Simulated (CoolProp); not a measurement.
A Linde-Hampson liquefier for normal hydrogen: isothermal reversible compression at 230 K from 1 atm to 30 MPa, throttling to 1 atm, return gas leaving the recuperator 2 K below the feed. Each further row changes one setting.

Computed with CoolProp (reference Helmholtz-energy equation of state, Leachman 2009).

```csv
case,compression work (kJ/kg of gas)
as stated,5600
high pressure 60 MPa,6490
warm-end temperature 260 K,6320
warm-end gap 7 K,5600
```
